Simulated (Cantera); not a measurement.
An isothermal, constant-pressure homogeneous reactor starts with CH₄ : N₂ = 1 : 10 (molar parts), at 1698 K and 750 Torr. Integrator tolerance rtol = 1e-08.

Detailed kinetics in Cantera: GRI-Mech 3.0 (53 species, 325 reactions). GRI-Mech 3.0 stops at C3 and has no aromatics, soot or wall deposition, so with more carbon than oxygen in the feed, carbon stays in small species such as C2H2 where larger ones or solid carbon would form.

What does this change do: temperature 1698 to 1800 K?


| quantity | before | after |
|---|---|---|
| x(CH₄) at 200 s | 0.00113 (gas-phase equilibrium 0.000629) | 0.000509 (gas-phase equilibrium 0.000274) |
| x(C₂H) at 200 s | 9.37e-8 (gas-phase equilibrium 2.84e-8) | 3.66e-7 (gas-phase equilibrium 1.04e-7) |
| x(HCN) at 200 s | 7.81e-5 (gas-phase equilibrium 0.0577) | 0.000831 (gas-phase equilibrium 0.0596) |
| x(C₂H₆) at 200 s | 6.95e-8 (gas-phase equilibrium 2.15e-8) | 1.89e-8 (gas-phase equilibrium 5.44e-9) |
| x(C₂H₂) at 200 s | 0.0409 (gas-phase equilibrium 0.0124) | 0.0409 (gas-phase equilibrium 0.0117) |
| x(CH₂) at 200 s | 4.05e-9 (gas-phase equilibrium 2.24e-9) | 1.21e-8 (gas-phase equilibrium 6.49e-9) |
| x(H) at 200 s | 5.11e-5 (gas-phase equilibrium 5.13e-5) | 0.000127 (gas-phase equilibrium 0.000127) |

What does this change do: CH4 1 to 0.17 parts?


| quantity | before | after |
|---|---|---|
| x(CH₄) at 200 s | 0.00113 (gas-phase equilibrium 0.000629) | 4.43e-5 (gas-phase equilibrium 1.33e-5) |
| x(C₂H) at 200 s | 9.37e-8 (gas-phase equilibrium 2.84e-8) | 4.19e-8 (gas-phase equilibrium 3.62e-9) |
| x(HCN) at 200 s | 7.81e-5 (gas-phase equilibrium 0.0577) | 4.38e-5 (gas-phase equilibrium 0.0150) |
| x(C₂H₆) at 200 s | 6.95e-8 (gas-phase equilibrium 2.15e-8) | 5.42e-10 (gas-phase equilibrium 4.81e-11) |
| x(C₂H₂) at 200 s | 0.0409 (gas-phase equilibrium 0.0124) | 0.00817 (gas-phase equilibrium 0.000707) |
| x(CH₂) at 200 s | 4.05e-9 (gas-phase equilibrium 2.24e-9) | 7.98e-10 (gas-phase equilibrium 2.38e-10) |
| x(H) at 200 s | 5.11e-5 (gas-phase equilibrium 5.13e-5) | 2.28e-5 (gas-phase equilibrium 2.29e-5) |
